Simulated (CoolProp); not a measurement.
R22 along the isobar 6390 kPa: density (kg/m³) from the reference equation and from simpler models built on Tc = 369.3 K, pc = 4990 kPa, ω = 0.221; each cubic takes its own stable root.

Model: reference Helmholtz-energy equation of state, Kamei 1995, in CoolProp.

```
T (K)          phase  reference
-----  -------------  ---------
295.4         liquid       1230
312.8         liquid       1166
330.3         liquid       1092
347.7         liquid       1004
365.1         liquid      877.8
382.5  supercritical      563.1
399.9  supercritical      304.5
417.3  supercritical      245.5
434.7  supercritical      213.8
452.2  supercritical      192.4
```

**Question.** How far does each simpler model (van der Waals, Peng-Robinson) lie from the reference over these 10 states: mean and median of the absolute difference, and the worst?

**Answer.** 
- van der Waals: mean 22.0 %, median 22.7 %, worst -37.3 % at 295.4 K and 6390 kPa
- Peng-Robinson: mean 3.2 %, median 1.6 %, worst -9.8 % at 382.5 K and 6390 kPa
